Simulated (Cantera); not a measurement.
**Adiabatic ignition**

An adiabatic, constant-pressure homogeneous reactor starts with H₂ : O₂ : N₂ = 1 : 0.312 : 1.44 (molar parts), at 950 K and 458 Torr.

Cantera simulation using GRI-Mech 3.0 (53 species, 325 reactions); the numbers are that mechanism's predictions, not measurements.

| t (s) | T (K) | x H₂ | x O₂ | x NO₂ | x H | x HO₂ |
|---|---|---|---|---|---|---|
| 1.00e-6 | 950 | 0.363 | 0.113 | <1e-12 | 4.23e-12 | 4.42e-12 |
| 2.51e-6 | 950 | 0.363 | 0.113 | <1e-12 | 1.04e-11 | 1.14e-11 |
| 6.31e-6 | 950 | 0.363 | 0.113 | <1e-12 | 2.60e-11 | 3.07e-11 |
| 1.58e-5 | 950 | 0.363 | 0.113 | <1e-12 | 6.82e-11 | 9.01e-11 |
| 3.98e-5 | 950 | 0.363 | 0.113 | <1e-12 | 2.01e-10 | 3.22e-10 |
| 0.000100 | 950 | 0.363 | 0.113 | <1e-12 | 8.07e-10 | 1.72e-9 |
| 0.000251 | 950 | 0.363 | 0.113 | <1e-12 | 8.17e-9 | 2.27e-8 |
| 0.000631 | 950 | 0.363 | 0.113 | <1e-12 | 1.60e-6 | 4.39e-6 |
| 0.00158 | 2383 | 0.145 | 0.000592 | 9.08e-10 | 0.0247 | 2.82e-7 |
| 0.00398 | 2489 | 0.149 | 0.000157 | 2.53e-9 | 0.0123 | 8.88e-8 |
| 0.0100 | 2491 | 0.150 | 0.000148 | 4.91e-9 | 0.0120 | 8.43e-8 |
| 0.0251 | 2490 | 0.150 | 0.000147 | 8.17e-9 | 0.0120 | 8.33e-8 |
| 0.0631 | 2490 | 0.150 | 0.000146 | 9.46e-9 | 0.0120 | 8.29e-8 |
| 0.158 | 2490 | 0.150 | 0.000146 | 9.50e-9 | 0.0120 | 8.29e-8 |
| 0.398 | 2490 | 0.150 | 0.000146 | 9.50e-9 | 0.0120 | 8.29e-8 |
| 1.00 | 2490 | 0.150 | 0.000146 | 9.50e-9 | 0.0120 | 8.29e-8 |
x: mole fraction; the columns are a selection and need not sum to one.

The time of steepest temperature rise is 0.995 ms and the temperature at 1.00 s is 2490 K. The equilibrium temperature is 2490 K. The x(H₂) at 1.00 s comes out as 0.150 (gas-phase equilibrium 0.150), the x(O₂) at 1.00 s is 0.000146 (gas-phase equilibrium 0.000146) and the x(NO₂) at 1.00 s is 9.50e-9 (gas-phase equilibrium 9.50e-9).
